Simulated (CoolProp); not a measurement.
Vapour-liquid equilibrium of CHF3 (R23) (1) + C2F6 (R116) (2) at 0.577 MPa; x and y are mole fractions of (1).

Computed with CoolProp (multi-fluid Helmholtz-energy mixture model, Penoncello 2003 and Lemmon 2006; pair parameters Bell 2016).

Q: Give the bubble temperature and the first vapour's composition at x = 0.25, 0.45, 0.65. Is there an azeotrope?

A: x = 0.25: 224.7 K, y = 0.420; x = 0.45: 222.7 K, y = 0.537; x = 0.65: 222.4 K, y = 0.625. y crosses x between x = 0.55 and 0.65: the model has an azeotrope there.

Pair parameters are fitted to limited data, so mixtures are less certain than the pure fluids.
